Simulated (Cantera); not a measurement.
A closed system holds: 1 mol SiO2, 1.3 mol CO, 1.8 mol CH4, at 1377 °C.

Method: chemical equilibrium by Gibbs-energy minimisation in Cantera with the NASA 1993 tables (ideal gas, pure condensed phases). Candidate condensed phases: C, C6H6, C7H8, C8H18, H2O, Si, SiC, SiO2; 123 gas species. Mutual solubility and eutectic melting of coexisting phases are not modelled. The tables hold silica as quartz up to 1696 K and as liquid above; real silica turns to tridymite and cristobalite and melts near 1996 K. Gases not in the tables: Si(OH)4. Kinetics and transport are ignored.

x: gas mole fraction; n: condensed amount in mol.

```csv
P (Pa),x H2,x CO,x SiO,x CH4,x H,x H2O,n SiC(s),n SiO2(β-quartz),n C(graphite)
10,0.517,0.390,0.0865,4.43e-9,0.00653,1.04e-7,0.399,0,0
42,0.519,0.391,0.0868,1.88e-8,0.00319,4.39e-7,0.400,0,0
180,0.521,0.391,0.0869,8.09e-8,0.00154,1.89e-6,0.400,0,0
750,0.521,0.391,0.0869,[?],[?],[?],0.400,0,0
3200,0.548,0.398,0.0535,2.05e-6,0.000376,2.80e-5,0.483,0.166,0
13000,0.584,0.408,0.00819,2.44e-5,0.000192,4.79e-5,0.583,0.366,0
56000,0.645,0.354,0.00123,0.000309,9.75e-5,8.21e-5,0.333,0.660,0.792
240000,0.732,0.266,[?],[?],[?],[?],0,1.000,1.79
1000000,0.726,0.266,5.11e-6,0.00700,2.45e-5,0.00124,0,1.000,1.77
```

Problem. What belongs in the gaps?

Solution. 
- 750, x CH4: 3.38e-7
- 750, x H: 0.000757
- 750, x H2O: 7.88e-6
- 240000, x SiO: 8.89e-5
- 240000, x CH4: 0.00171
- 240000, x H: 5.02e-5
- 240000, x H2O: 0.000300
